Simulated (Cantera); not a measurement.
Mixture: 5.68 % CH4, 14.8 % O2, 79.5 % N2, at 7.80 bar, adiabatic and at constant volume. Ignition delay is the time to a rise of 400 K.

Cantera simulation using GRI-Mech 3.0 (53 species, 325 reactions); the numbers are that mechanism's predictions, not measurements.

Task: Predict: delay at 1098 K; delay at 1248 K; delay at 1398 K; delay at 1548 K; delay at 1698 K; apparent activation energy between 1623 and 1773 K.

Result: 
| Item | Result |
|---|---|
| delay at 1098 K | 28.3 ms |
| delay at 1248 K | 4.08 ms |
| delay at 1398 K | 0.763 ms |
| delay at 1548 K | 0.173 ms |
| delay at 1698 K | 48.0 µs |
| apparent activation energy between 1623 and 1773 K | 190 kJ/mol |
